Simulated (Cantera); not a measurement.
Input: 1 mol CuO, 2.7 mol C, 5.3 mol H2, equilibrated at 2425 K and 1 atm.

Cantera equilibrium calculation (NASA polynomials, part measured and part estimated; ideal gas, pure solids and liquids). Candidate condensed phases: C, C6H6, C7H8, C8H18, Cu, CuO, Cu(OH)2, Cu2O, H2O; 113 gas species. Kinetics and transport are ignored.

Base state: H2 0.729, CO 0.140, Cu 0.108, H 0.0152, C2H2 (acetylene) 0.00569, Cu2 0.00143, CH4 9.17e-5, CH3 3.49e-5 (mole fractions); condensed: C(graphite) + Cu(l).

What changes in the equilibrium state with this change: CuO replaced by TiO2?


```json
[
 {"species": "H2", "before": "0.729", "after": "0.728"},
 {"species": "CO", "before": "0.140", "after": "0.257"},
 {"species": "H", "before": "0.0152", "after": "0.0152"},
 {"species": "Cu", "before": "0.108", "after": "0"},
 {"species": "C2H2 (acetylene)", "before": "0.00569", "after": "1.49e-6"},
 {"species": "TiO", "before": "0", "after": "0.000146"},
 {"species": "Cu2", "before": "0.00143", "after": "0"},
 {"species": "Ti", "before": "0", "after": "4.02e-5"},
 {"species": "C4H2", "before": "1.83e-5", "after": "<1e-9"},
 {"species": "C(graphite), mol", "before": "1.62", "after": "0"},
 {"species": "Cu(l), mol", "before": "0.209", "after": "0"},
 {"species": "TiC(s), mol", "before": "0", "after": "0.851"},
 {"species": "TiO(l), mol", "before": "0", "after": "0.147"}
]
```
Mutual solubility and eutectic melting of coexisting phases are not modelled. TiC, TiO: taken at fixed stoichiometry. Condensed phases not in the tables: solid solutions among these carbides, nitrides and lower oxides. Further candidate phases: Ti, TiC, TiO, TiO2, Ti2O3, Ti3O5, Ti4O7.

What changes in the equilibrium state with this change: temperature from 2425 K to 1098.15 K?


```tsv
species	before	after
H2	0.729	0.813
CO	0.140	0.149
CH4	9.17e-5	0.0244
Cu	0.108	<1e-9
H	0.0152	2.22e-8
H2O	3.05e-6	0.0113
Cu2	0.00143	<1e-9
C2H2 (acetylene)	0.00569	1.04e-8
CO2	9.80e-8	0.00206
C(graphite), mol	1.62	1.63
Cu(l), mol	0.209	0
Cu(s), mol	0	1.00
```
